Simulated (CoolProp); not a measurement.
Vapour-liquid equilibrium of CHF3 (R23) (1) + propylene (2) at 215.2 K; x and y are mole fractions of (1).

The numbers come from the multi-fluid Helmholtz-energy mixture model, Penoncello 2003 and Lemmon 2013; pair parameters Bell 2016 in CoolProp.

```tsv
x	bubble pressure (MPa)	y at the bubble point	dew pressure at overall composition x (MPa)	liquid density (mol/L)
0.05	0.1105	0.456	0.06489	14.94
0.2	0.2109	0.741	0.07661	15.40
0.35	0.2637	0.811	0.09341	15.90
0.5	0.2912	0.842	0.1194	16.46
0.65	0.3086	0.866	0.1643	17.12
0.8	0.3242	0.897	0.2546	17.91
0.95	0.3389	0.962	0.3373	18.90
```

No azeotrope shows between x = 0.05 and 0.95.

The pair parameters rest on a limited set of measurements; away from them the model extrapolates. With so large a gap from Raoult's law the liquid may split in two, which this calculation doesn't test in full.
